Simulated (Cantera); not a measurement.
What does this Cantera script print?

```python
import numpy as np
import cantera as ct

gas_names = """
    C CN CO CO2 C2 CCN CNC C2N2 C2O C3 C3O2 C4 C4N2 C5 N NCO NO NO2 NO3 N2 N2O O O2 O3 Pb PbO Pb2
""".split()
cond_names = """
    C(gr) Pb(cr) Pb(L) PbO(rd) PbO(yw) PbO(L) PbO2(s) Pb3O4(s)
""".split()


# ... load() reads the species with a 1 bar reference pressure and builds the phases ...
atoms = {
    'Pb': {'Pb': 1},
    'CO': {'C': 1, 'O': 1},
    'N2': {'N': 2},
}
top_T = {'C(gr)': 4500, 'Pb3O4(s)': 820}  # K; cautious upper limits of use, not melting points


# ... equilibrate(T, P, feed) seeds the gas with the atoms and calls Mixture.equilibrate('TP', solver="vcs", rtol=1e-11, max_steps=5000) ...
results = []
T = 1123.15  # K
P = 260000  # Pa
for m in [0.44, 1.1, 1.8, 2.4, 3.1, 3.7, 4.4, 5, 5.7, 6.3, 7]:
    feed = {'Pb': 1, 'CO': m, 'N2': 72}  # mol
    mix = equilibrate(T, P, feed)
    results.append((T, P, feed, dict(zip(mix.species_names, mix.species_moles))))
    x = sorted(zip(gas.X, gas.species_names), reverse=True)
    print(f"T = {T:g} K  P = {P:g} Pa  n(CO) = {m:g} mol  gas = {mix.phase_moles(0):.4g} mol")
    print("   x: " + "  ".join(f"{s} {v:.3e}" for v, s in x if v > 0.001))
    print("   condensed (mol): " + ("  ".join(f"{mix.phase(i).name} {mix.phase_moles(i):.4g}"
          for i in range(1, mix.n_phases) if mix.phase_moles(i) > 1e-12) or "none"))
```

It prints:

```
T = 1123.15 K  P = 260000 Pa  n(CO) = 0.44 mol  gas = 72.44 mol
   x: N2 9.939e-01  CO 6.062e-03
   condensed (mol): C(gr) 0.0004169  Pb(L) 0.9949
T = 1123.15 K  P = 260000 Pa  n(CO) = 1.1 mol  gas = 73.1 mol
   x: N2 9.849e-01  CO 1.498e-02
   condensed (mol): C(gr) 0.002568  Pb(L) 0.9948
T = 1123.15 K  P = 260000 Pa  n(CO) = 1.8 mol  gas = 73.8 mol
   x: N2 9.756e-01  CO 2.421e-02
   condensed (mol): C(gr) 0.006773  Pb(L) 0.9948
T = 1123.15 K  P = 260000 Pa  n(CO) = 2.4 mol  gas = 74.39 mol
   x: N2 9.678e-01  CO 3.194e-02
   condensed (mol): C(gr) 0.01189  Pb(L) 0.9948
T = 1123.15 K  P = 260000 Pa  n(CO) = 3.1 mol  gas = 75.09 mol
   x: N2 9.589e-01  CO 4.077e-02
   condensed (mol): C(gr) 0.01954  Pb(L) 0.9947
T = 1123.15 K  P = 260000 Pa  n(CO) = 3.7 mol  gas = 75.68 mol
   x: N2 9.514e-01  CO 4.816e-02
   condensed (mol): C(gr) 0.02749  Pb(L) 0.9947
T = 1123.15 K  P = 260000 Pa  n(CO) = 4.4 mol  gas = 76.37 mol
   x: N2 9.428e-01  CO 5.661e-02
   condensed (mol): C(gr) 0.03833  Pb(L) 0.9946
T = 1123.15 K  P = 260000 Pa  n(CO) = 5 mol  gas = 76.96 mol
   x: N2 9.356e-01  CO 6.370e-02
   condensed (mol): C(gr) 0.04891  Pb(L) 0.9946
T = 1123.15 K  P = 260000 Pa  n(CO) = 5.7 mol  gas = 77.64 mol
   x: N2 9.273e-01  CO 7.180e-02
   condensed (mol): C(gr) 0.06268  Pb(L) 0.9945
T = 1123.15 K  P = 260000 Pa  n(CO) = 6.3 mol  gas = 78.23 mol
   x: N2 9.204e-01  CO 7.860e-02
   condensed (mol): C(gr) 0.07568  Pb(L) 0.9945
T = 1123.15 K  P = 260000 Pa  n(CO) = 7 mol  gas = 78.91 mol
   x: N2 9.124e-01  CO 8.637e-02  CO2 1.168e-03
   condensed (mol): C(gr) 0.09219  Pb(L) 0.9944
```

Method: chemical equilibrium by Gibbs-energy minimisation in Cantera with the NASA 1993 tables (ideal gas, pure condensed phases).
